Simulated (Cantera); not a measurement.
A freely propagating, adiabatic, planar premixed flame of CH4 : O2 : N2 = 1 : 1.54 : 5.78 (molar parts), unburnt at 525 K and 100000 Pa; mixture-averaged transport, grid criteria slope 0.08 and curve 0.16, no radiation.

Detailed kinetics in Cantera: GRI-Mech 3.0 (53 species, 325 reactions). Burning velocities carry a grid error of a few per cent, more on coarse grids.

**Question.** How do the results move with these cheaper or finer settings: unity-Lewis-number transport; multicomponent transport; multicomponent+Soret transport; grid criteria slope 0.5, curve 1; grid criteria slope 0.25, curve 0.5; grid criteria slope 0.03, curve 0.06?

**Answer.** 
```csv
setting,laminar burning velocity,thermal thickness,peak x(H2),peak x(C2H6),grid points
as above,74.9 cm/s,0.419 mm,0.0470,0.00167,145
unity-Lewis-number transport,46.8 cm/s,0.567 mm,0.0451,0.00111,136
multicomponent transport,74.8 cm/s,0.426 mm,0.0473,0.00170,145
multicomponent+Soret transport,75.2 cm/s,0.418 mm,0.0455,0.00166,149
"grid criteria slope 0.5, curve 1",82.9 cm/s,0.463 mm,0.0469,0.00165,38
"grid criteria slope 0.25, curve 0.5",79.2 cm/s,0.431 mm,0.0472,0.00167,58
"grid criteria slope 0.03, curve 0.06",74.1 cm/s,0.415 mm,0.0467,0.00168,362
```
The base run took about 9 core-seconds (a rough figure).
Unity Lewis numbers drop preferential diffusion, which matters most where H2 and H carry the flame; Soret adds thermal diffusion.
